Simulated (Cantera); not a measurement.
An adiabatic, constant-pressure homogeneous reactor starts with CH4 : CO : O2 : N2 : H2O = 1 : 0.043 : 2.02 : 13.3 : 1.3 (molar parts), at 1725 K and 490000 Pa. Integrator tolerance rtol = 1e-08.

Computed with Cantera and GRI-Mech 3.0 (53 species, 325 reactions).

What does this change do: pressure from 490000 Pa to 190000 Pa?


| quantity | before | after |
|---|---|---|
| time of steepest temperature rise | 81.0 µs | 0.165 ms |
| temperature at 3.00 s | 2630 K | 2588 K |
| equilibrium temperature | 2630 K | 2588 K |
| x(CH4) at 3.00 s | <1e-12 (gas-phase equilibrium <1e-12) | <1e-12 (gas-phase equilibrium <1e-12) |
| x(CO) at 3.00 s | 0.0156 (gas-phase equilibrium 0.0156) | 0.0177 (gas-phase equilibrium 0.0177) |
| x(O2) at 3.00 s | 0.00771 (gas-phase equilibrium 0.00771) | 0.00924 (gas-phase equilibrium 0.00924) |
| x(CO2) at 3.00 s | 0.0425 (gas-phase equilibrium 0.0425) | 0.0403 (gas-phase equilibrium 0.0403) |
| x(CH2CO) at 3.00 s | <1e-12 (gas-phase equilibrium <1e-12) | <1e-12 (gas-phase equilibrium <1e-12) |
| x(CH2O) at 3.00 s | 2.91e-10 (gas-phase equilibrium 2.91e-10) | 1.52e-10 (gas-phase equilibrium 1.52e-10) |
